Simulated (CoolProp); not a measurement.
Properties of R113 along the isobar 76.3 bar.

The numbers come from the reference Helmholtz-energy equation of state, Marx 1992 in CoolProp.

| T (K) | phase | cp (kJ/(kg K)) | speed of sound (m/s) | Joule-Thomson coefficient (K/MPa) |
|---|---|---|---|---|
| 335.7 | liquid | (withheld) | 629.5 | -0.3407 |
| 350.7 | liquid | 0.9554 | (withheld) | (withheld) |
| 365.6 | liquid | 0.9697 | 548.6 | -0.2682 |
| 380.6 | liquid | 0.9850 | 509.5 | -0.2206 |
| 395.5 | liquid | 1.001 | 471.5 | -0.1629 |
| 410.4 | liquid | 1.019 | 434.1 | -0.09127 |
| 425.4 | liquid | 1.039 | 396.8 | 8.892e-5 |
| 440.3 | liquid | (withheld) | 360.1 | (withheld) |
| 455.2 | liquid | 1.088 | 323.7 | 0.2746 |
| 470.2 | liquid | 1.121 | 287.2 | (withheld) |
| 485.1 | liquid | 1.161 | (withheld) | 0.8001 |

Some entries are withheld; supply them.


- 335.7, cp (kJ/(kg K)): 0.9416
- 350.7, speed of sound (m/s): 588.3
- 350.7, Joule-Thomson coefficient (K/MPa): -0.3075
- 440.3, cp (kJ/(kg K)): 1.062
- 440.3, Joule-Thomson coefficient (K/MPa): 0.1178
- 470.2, Joule-Thomson coefficient (K/MPa): 0.4920
- 485.1, speed of sound (m/s): 251.5
